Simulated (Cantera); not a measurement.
Charge: 1 mol Si(CH3)4, 3.9 mol H2, held at 2275 °C and 13.3 mbar.

Equilibrium computed with Cantera from the NASA thermochemical tables; the gas is ideal and each condensed phase is pure. Candidate condensed phases: C, C6H6, C7H8, C8H18, Si, SiC; 87 gas species. Gases not in the tables: Si2H6 and higher silanes. Kinetics and transport are ignored.

Base state: H2 0.690, H 0.223, Si 0.0560, SiC2 0.0166, C2H2 (acetylene) 0.00910, Si2C 0.00374, SiH 0.00132, C2H 0.000233 (mole fractions); condensed: C(graphite).

### Question
What changes in the equilibrium state with this change: pressure from 13.3 mbar to 8.60 mbar?

### Answer
```csv
species,before,after
H2,0.690,0.646
H,0.223,0.268
Si,0.0560,0.0566
Si2C,0.00374,0.00246
SiC2,0.0166,0.0168
SiH2,9.25e-5,5.64e-5
C2,7.21e-6,1.12e-5
C,2.38e-5,3.70e-5
C3,7.75e-5,0.000120
"C(graphite), mol",3.31,3.32
```

### Question
What changes in the equilibrium state with this change: H2 from 3.9 to 260 mol?

### Answer
| species | before | after |
|---|---|---|
| H2 | 0.690 | 0.757 |
| H | 0.223 | 0.233 |
| C2H2 (acetylene) | 0.00910 | 0.00588 |
| Si | 0.0560 | 0.00274 |
| SiC2 | 0.0166 | 0.000479 |
| Si2C | 0.00374 | 6.86e-6 |
| Si2 | 0.000177 | 4.25e-7 |
| SiC | 3.26e-5 | 1.22e-6 |
| SiH | 0.00132 | 6.78e-5 |
| C(graphite), mol | 3.31 | 0 |

### Question
What changes in the equilibrium state with this change: H2 from 3.9 to 28 mol?

### Answer
```json
[
 {"species": "H2", "before": "0.690", "after": "0.735"},
 {"species": "H", "before": "0.223", "after": "0.230"},
 {"species": "Si", "before": "0.0560", "after": "0.0185"},
 {"species": "SiC2", "before": "0.0166", "after": "0.00549"},
 {"species": "Si2C", "before": "0.00374", "after": "0.000407"},
 {"species": "Si2", "before": "0.000177", "after": "1.93e-5"},
 {"species": "SiC", "before": "3.26e-5", "after": "1.07e-5"},
 {"species": "SiH", "before": "0.00132", "after": "0.000450"},
 {"species": "C(graphite), mol", "before": "3.31", "after": "2.74"}
]
```
